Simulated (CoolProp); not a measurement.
Properties of normal hydrogen along the isotherm 28.6 K.

Model: reference Helmholtz-energy equation of state, Leachman 2009, in CoolProp.

| p (kPa) | phase | Z | expansivity (1/kK) | conductivity (mW/(m K)) |
|---|---|---|---|---|
| 177 | gas | 0.9315 | 42.00 | 24.2 |
| 354 | gas | 0.8530 | 53.36 | 26.4 |
| 530 | gas | 0.7575 | 76.12 | 29.5 |
| 707 | liquid | 0.1027 | 45.75 | 98.1 |
| 884 | liquid | 0.1267 | 41.06 | 99.1 |
| 1060 | liquid | 0.1502 | 37.53 | 100 |
| 1240 | liquid | 0.1738 | 34.67 | 101 |
| 1410 | liquid | 0.1958 | 32.46 | 102 |
| 1590 | liquid | 0.2189 | 30.50 | 102 |
| 1770 | liquid | 0.2417 | 28.83 | 103 |
| 1940 | liquid | 0.2630 | 27.47 | 104 |

Thermal conductivity comes from a separate model (Assael 2011).
